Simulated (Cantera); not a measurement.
Input: 1 mol TEOS, 0.7 mol O2, 25 mol H2, equilibrated at 0.510 bar.

These are equilibrium values from Cantera (NASA tables, ideal gas, pure condensed phases), not measurements of a reactor. Candidate condensed phases: C, C6H6, C7H8, C8H18, H2O, Si, SiC, SiO2; 123 gas species. The feed counts by its element totals alone. Kinetics and transport are ignored.

### Question
At 1350 °C, list the 5 most abundant gas species with their mole fractions, and the condensed phases.

### Answer
H2 0.866, CO 0.133, CH4 0.000567, SiO 0.000420, H 9.00e-5. Condensed: C(graphite) + SiC(s).
